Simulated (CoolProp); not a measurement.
A single-stage vapour-compression cycle with ethane: evaporating at 253.15 K (dew point), condensing at 275.15 K (bubble point), superheat 8 K, subcooling 0 K, compressor efficiency 0.65, no pressure losses. Each further row changes one setting.

The numbers come from the reference Helmholtz-energy equation of state, Bücker 2006 in CoolProp.

```json
[
 {"case": "as stated", "cooling COP": "5.91", "pressure ratio": "1.76", "discharge temperature (K)": "301.1", "refrigerating effect (kJ/kg)": "310", "volumetric capacity (kJ/m³)": "7520"},
 {"case": "evaporating temperature 258.15 K", "cooling COP": "7.95", "pressure ratio": "1.54", "discharge temperature (K)": "296.7", "refrigerating effect (kJ/kg)": "(withheld)", "volumetric capacity (kJ/m³)": "(withheld)"},
 {"case": "condensing temperature 270.15 K", "cooling COP": "7.98", "pressure ratio": "(withheld)", "discharge temperature (K)": "292.4", "refrigerating effect (kJ/kg)": "327", "volumetric capacity (kJ/m³)": "7940"},
 {"case": "subcooling 5 K", "cooling COP": "6.25", "pressure ratio": "1.76", "discharge temperature (K)": "301.1", "refrigerating effect (kJ/kg)": "328", "volumetric capacity (kJ/m³)": "7960"},
 {"case": "superheat 18 K", "cooling COP": "5.87", "pressure ratio": "1.76", "discharge temperature (K)": "311.8", "refrigerating effect (kJ/kg)": "330", "volumetric capacity (kJ/m³)": "7490"},
 {"case": "compressor efficiency 0.55", "cooling COP": "(withheld)", "pressure ratio": "1.76", "discharge temperature (K)": "305.2", "refrigerating effect (kJ/kg)": "310", "volumetric capacity (kJ/m³)": "7520"}
]
```

**Question.** Fill in the missing entries.

**Answer.** 
- evaporating temperature 258.15 K, refrigerating effect (kJ/kg): 312
- evaporating temperature 258.15 K, volumetric capacity (kJ/m³): 8740
- condensing temperature 270.15 K, pressure ratio: 1.56
- compressor efficiency 0.55, cooling COP: 5.00
